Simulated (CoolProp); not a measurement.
Properties of R124 along the isobar 101 kPa (Tc = 122.3 °C, pc = 3624 kPa, ω = 0.288).

Computed with CoolProp (reference Helmholtz-energy equation of state, de Vries 1995).

```
T (°C)  phase  cp (kJ/(kg K))  speed of sound (m/s)  fugacity coefficient
------  -----  --------------  --------------------  --------------------
59.25     gas          0.7828                 146.1                0.9826
62.95     gas          0.7874                 147.0                0.9832
66.65     gas          0.7919                   ___                0.9838
70.35     gas          0.7965                 148.6                0.9844
74.05     gas          0.8011                 149.5                0.9850
77.75     gas          0.8057                 150.3                0.9855
81.55     gas             ___                 151.1                0.9860
85.25     gas          0.8150                 151.9                0.9865
88.95     gas             ___                 152.7                0.9870
92.65     gas          0.8242                   ___                0.9874
96.35     gas          0.8288                 154.3                0.9879
100.05    gas          0.8334                 155.1                0.9883
103.85    gas             ___                 155.9                0.9887
107.55    gas          0.8427                 156.7                0.9890
111.25    gas          0.8473                   ___                0.9894
114.95    gas          0.8518                 158.2                0.9897
```

### Question
Some entries are withheld; supply them.

### Answer

- 66.65, speed of sound (m/s): 147.8
- 81.55, cp (kJ/(kg K)): 0.8104
- 88.95, cp (kJ/(kg K)): 0.8196
- 92.65, speed of sound (m/s): 153.5
- 103.85, cp (kJ/(kg K)): 0.8381
- 111.25, speed of sound (m/s): 157.5
